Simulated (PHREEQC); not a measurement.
Ultrapure water in contact with air or piping

Synthetic water in mmol/kgw, 35 °C, pH 6.2, pe 8.9: Na 0.00765; K 0.00492; Ca 0.00411; Mg 0.00772; Cl 0.00329; S(6) 0.00647; Alkalinity (meq/kgw) 0.0188; Li 5.42e-06; Cu(2) 9.63e-05; Br 2.28e-05.

Valence states are taken as typed.

Model: ion-association model, wateq4f.dat, run in PHREEQC.

No solid was allowed to form.

Task: Estimate the charge-balance error.

Result: charge-balance error 1.9 %.

Task: In which forms is Cu present?

Result: Cu+2 92 %, Cu(OH)2 4.7 %, CuOH+ 1.4 %, CuHCO3+ 0.9 %, CuCO3 0.8 % of the Cu.
